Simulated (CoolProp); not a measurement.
A simple Rankine cycle with R245fa: condensing at 308.15 K, boiler at 2.49 MPa, turbine inlet 439 K, turbine efficiency 0.75, pump efficiency 0.8, no recuperator. Each further row changes one setting.

Computed with CoolProp (reference Helmholtz-energy equation of state, Akasaka 2015).

```csv
case,thermal efficiency (%),net work (kJ/kg),heat in (kJ/kg),turbine exit temperature (K),volume ratio over the turbine
as stated,13.2,38.3,291,377.5,[?]
condensing temperature 300.15 K,14.2,42.9,302,372.3,17.2
boiler pressure 1.74 MPa,11.7,35.2,302,390.7,8.48
turbine efficiency 0.65,[?],[?],291,[?],13.2
```

### Question
What belongs in the gaps?

### Answer

- as stated, volume ratio over the turbine: 13.0
- turbine efficiency 0.65, thermal efficiency (%): 11.3
- turbine efficiency 0.65, net work (kJ/kg): 32.9
- turbine efficiency 0.65, turbine exit temperature (K): 382.7
